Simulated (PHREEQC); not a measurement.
Solution (20 °C): 0.038 mol H2SO4 and 0.043 mol Fe(NO3)3 per kg of water. Closed to the air; pH follows from the charge balance.

Equilibrium calculation in PHREEQC: ion-association model, phreeqc.dat.

This is a speciation only: nothing precipitates in the calculation.

Task: Order these Fe species by the share of Fe that they hold, largest first: FeHSO4+2, Fe(SO4)2-, FeSO4+, FeOH+2, Fe+3.

Result: FeSO4+ (50 %), Fe+3 (31 %), FeHSO4+2 (16 %), FeOH+2 (1.3 %), Fe(SO4)2- (0.98 %)

Task: Order these S species by the share of S that they hold, largest first: FeSO4+, Fe(SO4)2-, SO4-2, HSO4-, FeHSO4+2.

Result: FeSO4+ (57 %), FeHSO4+2 (18 %), HSO4- (14 %), SO4-2 (8.1 %), Fe(SO4)2- (2.2 %)

The pH is 1.29 and the ionic strength 0.192 mol/kgw. The solution is supersaturated, for example in Hematite (slow to form), Goethite (slow to form), so a real one may precipitate; this is no full list. Species that the database lacks are ignored.
